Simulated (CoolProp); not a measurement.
Methane at 433.94 K and 14.6 MPa is throttled through a valve to 1.19 MPa with no heat exchange. Each further row changes one setting.

The numbers come from the reference Helmholtz-energy equation of state, Setzmann 1991 in CoolProp.

```csv
case,temperature change (K),final density (kg/m³)
as stated,-21.4,5.59
outlet pressure 0.357 MPa,-23.1,1.68
outlet pressure 1.55 MPa,-20.7,7.28
```
